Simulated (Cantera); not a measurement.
A freely propagating, adiabatic, planar premixed flame of 20.4 % H2, 16.7 % O2, 62.9 % N2, unburnt at 598 K and 4.93 atm; mixture-averaged transport, grid criteria slope 0.08 and curve 0.16, no radiation.

Model: the H2/O2 subset of GRI-Mech 3.0, which has no nitrogen chemistry, integrated in Cantera. The hydrogen kinetics of GRI-Mech 3.0 are dated; newer H2 mechanisms differ, most at raised pressure. Burning velocities carry a grid error of a few per cent, more on coarse grids. Lean hydrogen flames are cellular in practice and burn faster than this planar one.

x: mole fraction of selected species; z is measured from the peak of heat release.

| z (mm) | T (K) | u (m/s) | x H2 | x O2 | x OH | x O | x H2O | x HO2 |
|---|---|---|---|---|---|---|---|---|
| -0.184 | 598 | 2.64 | 0.204 | 0.167 | <1e-8 | <1e-8 | 1.06e-6 | 1.55e-8 |
| -0.123 | 598 | 2.64 | 0.202 | 0.168 | <1e-8 | <1e-8 | 1.53e-5 | 2.98e-7 |
| -0.0922 | 600 | 2.63 | 0.198 | 0.169 | <1e-8 | 1.05e-8 | 0.000114 | 2.86e-6 |
| -0.0615 | 609 | 2.64 | 0.186 | 0.171 | 1.37e-8 | ? | 0.000852 | 2.79e-5 |
| -0.0307 | 741 | 3.09 | 0.144 | 0.172 | 6.37e-5 | ? | 0.0162 | 0.000639 |
| -0.0154 | 1030 | 4.19 | 0.102 | 0.158 | 0.000739 | ? | 0.0570 | 0.000664 |
| 0 | 1381 | 5.55 | 0.0564 | 0.127 | 0.00283 | ? | 0.119 | 0.000378 |
| 0.0154 | 1630 | 6.53 | 0.0260 | 0.0987 | 0.00631 | ? | 0.166 | 0.000215 |
| 0.0307 | 1772 | 7.09 | 0.0130 | 0.0847 | 0.00867 | ? | 0.189 | 0.000135 |
| 0.0615 | 1909 | 7.61 | 0.00584 | 0.0773 | 0.00933 | ? | 0.204 | 6.86e-5 |
| 0.123 | 2001 | 7.95 | 0.00255 | 0.0758 | 0.00725 | ? | 0.212 | 2.87e-5 |
| 0.246 | 2045 | 8.10 | 0.000907 | 0.0759 | 0.00461 | ? | 0.217 | 1.09e-5 |
| 0.492 | 2061 | 8.16 | 0.000326 | 0.0762 | 0.00291 | ? | 0.219 | 5.18e-6 |

Task: What belongs in the gaps?

Result: 
- -0.0615, x O: 1.68e-7
- -0.0307, x O: 2.14e-5
- -0.0154, x O: 0.000409
- 0, x O: 0.00242
- 0.0154, x O: 0.00478
- 0.0307, x O: 0.00540
- 0.0615, x O: 0.00404
- 0.123, x O: 0.00187
- 0.246, x O: 0.000671
- 0.492, x O: 0.000252
